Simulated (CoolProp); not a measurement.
R404A along the isotherm 402.3 K: density (kg/m³) from the reference equation and from simpler models built on Tc = 345.3 K, pc = 3.735 MPa, ω = 0.293; each cubic takes its own stable root.

Values from CoolProp's reference Helmholtz-energy equation of state, Lemmon 2003. It is a pseudo-pure fit of the blend.

| p (MPa) | phase | reference |
|---|---|---|
| 0.0295 | gas | 0.8622 |
| 0.046 | gas | 1.346 |
| 0.0716 | gas | 2.098 |
| 0.111 | gas | 3.259 |
| 0.174 | gas | 5.128 |
| 0.27 | gas | 8.001 |
| 0.421 | gas | 12.59 |
| 0.655 | gas | 19.86 |
| 1.02 | gas | 31.63 |
| 1.59 | gas | 51.17 |
| 2.47 | gas | 84.58 |
| 3.85 | supercritical | 147.4 |
| 6 | supercritical | 282.7 |
| 9.34 | supercritical | 544.6 |

How far does each simpler model (ideal gas, van der Waals, Soave-Redlich-Kwong) lie from the reference over these 14 states: mean and median of the absolute difference, and the worst?


- ideal gas: mean 10.9 %, median 3.1 %, worst -50.0 % at 402.3 K and 9.34 MPa
- van der Waals: mean 1.7 %, median 0.1 %, worst +13.1 % at 402.3 K and 6 MPa
- Soave-Redlich-Kwong: mean 2.0 %, median 0.3 %, worst -15.1 % at 402.3 K and 9.34 MPa
